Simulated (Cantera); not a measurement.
Charge: 1 mol BCl₃, 1 mol O₂, a varied amount of H₂, held at 1725 K and 0.220 bar.

Method: chemical equilibrium by Gibbs-energy minimisation in Cantera with the NASA 1993 tables (ideal gas, pure condensed phases). Candidate condensed phases: B, B₂O₃, B₃O₃H₃, H₂O; 33 gas species. Kinetics and transport are ignored.

Which condensed phases are stable at each of these points (n(H₂) (mol)): 9.8, 12, 14, 17, 20, 24, 28, 34, 40?


```json
[
 {"n(H₂) (mol)": "9.8", "condensed phases": "B₂O₃(l)", "B condensed (%)": "33.2"},
 {"n(H₂) (mol)": "12", "condensed phases": "B₂O₃(l)", "B condensed (%)": "26.0"},
 {"n(H₂) (mol)": "14", "condensed phases": "B₂O₃(l)", "B condensed (%)": "19.6"},
 {"n(H₂) (mol)": "17", "condensed phases": "B₂O₃(l)", "B condensed (%)": "10.1"},
 {"n(H₂) (mol)": "20", "condensed phases": "B₂O₃(l)", "B condensed (%)": "0.6"},
 {"n(H₂) (mol)": "24", "condensed phases": "gas only", "B condensed (%)": "0.0"},
 {"n(H₂) (mol)": "28", "condensed phases": "gas only", "B condensed (%)": "0.0"},
 {"n(H₂) (mol)": "34", "condensed phases": "gas only", "B condensed (%)": "0.0"},
 {"n(H₂) (mol)": "40", "condensed phases": "gas only", "B condensed (%)": "0.0"}
]
```

From 9.8 mol H₂ to 20 mol H₂ the condensed part is B₂O₃(l). From 24 mol H₂ to 40 mol H₂ nothing is condensed.
